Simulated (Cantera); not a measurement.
Cantera with NASA thermochemical tables; ideal gases at 1 bar, condensed phases pure. Values are per mole of reaction as written; species without (g) are pure solids or liquids, kept so even where they would boil at 1 bar.

**Question.** Between 725 and 925 K, where is each reaction favourable under standard conditions?
- 2 TiCl₄(g) + H₂(g) → 2 TiCl₃ + 2 HCl(g)

**Answer.** 
- 2 TiCl₄(g) + H₂(g) → 2 TiCl₃ + 2 HCl(g): ΔG° is 28 kJ at 725 K and 60 kJ at 925 K; it stays positive (K < 1). ΔH° is -85 kJ and ΔS° -157 J/K at 925 K.
